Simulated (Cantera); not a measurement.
Input (Python, Cantera) and output of one run.

```python
import numpy as np
import cantera as ct

gas_names = """
    Fe FeO Fe(OH)2 H HO2 H2 H2O H2O2 H2S H2SO4 O OH O2 O3 S SH SO SO2 SO3 S2 S2O S8
""".split()
cond_names = """
    Fe(a) Fe(c) Fe(d) Fe(L) FeO(s) FeO(L) Fe(OH)2(s) Fe(OH)3(s) FeS(a) FeS(b) FeS(c) FeS(L) FeSO4(s)
    FeS2(s) Fe2O3(s) Fe2S3O12(s) Fe3O4(s) H2O(s) H2O(L) H2SO4(L) S(cr1) S(cr2) S(L)
""".split()


def load(file, names, dense=False):
    # The tables refer to 1 bar. Condensed volumes are neglected.
    table = {s.name: s for s in ct.Species.list_from_file(file)}
    out = []
    for n in names:
        d = dict(table[n].input_data)
        d["thermo"] = dict(d["thermo"], **{"reference-pressure": 1e5})
        if dense:
            d["equation-of-state"] = {"model": "constant-volume", "density": "1e6 g/cm^3"}
        out.append(ct.Species.from_dict(d))
    return out


gas = ct.Solution(thermo="ideal-gas", species=load("nasa_gas.yaml", gas_names))
cond = {s.name: ct.Solution(thermo="fixed-stoichiometry", species=[s], name=s.name)
        for s in load("nasa_condensed.yaml", cond_names, dense=True)}
atoms = {
    'FeS': {'Fe': 1, 'S': 1},
    'H2': {'H': 2},
    'H2O': {'H': 2, 'O': 1},
}
top_T = {'FeSO4(s)': 950, 'FeS2(s)': 1010, 'Fe2O3(s)': 1830, 'Fe2S3O12(s)': 1100, 'Fe3O4(s)': 1870}  # K; cautious upper limits of use, not melting points


def equilibrate(T, P, feed):
    n = {}
    for name, mol in feed.items():
        for a, k in atoms[name].items():
            n[a] = n.get(a, 0.0) + k * mol
    gas.TPX = T, P, n
    mass = sum(n.values()) * gas.mean_molecular_weight
    gas.equilibrate("TP")
    valid = [c for c in cond.values() if c.min_temp <= T <= top_T.get(c.name, c.max_temp)]
    mix = ct.Mixture([(gas, mass / gas.mean_molecular_weight)] + [(c, 0.0) for c in valid])
    mix.T, mix.P = T, P
    mix.equilibrate("TP", solver="vcs", rtol=1e-11, max_steps=5000)
    return mix


results = []
feed = {'FeS': 1, 'H2': 990, 'H2O': 5.7}  # mol
T = 1523.15  # K
P = 1333.22  # Pa
mix = equilibrate(T, P, feed)
results.append((T, P, feed, dict(zip(mix.species_names, mix.species_moles))))
x = sorted(zip(gas.X, gas.species_names), reverse=True)
print(f"T = {T:g} K  P = {P:g} Pa  gas = {mix.phase_moles(0):.4g} mol")
print("   x: " + "  ".join(f"{s} {v:.3e}" for v, s in x if v > 0.001))
print("   condensed (mol): " + ("  ".join(f"{mix.phase(i).name} {mix.phase_moles(i):.4g}"
      for i in range(1, mix.n_phases) if mix.phase_moles(i) > 1e-12) or "none"))
```

Result:

```
T = 1523.15 K  P = 1333.22 Pa  gas = 995.8 mol
   x: H2 9.931e-01  H2O 5.724e-03
   condensed (mol): Fe(c) 0.9818
```

Equilibrium computed with Cantera from the NASA thermochemical tables; the gas is ideal and each condensed phase is pure.
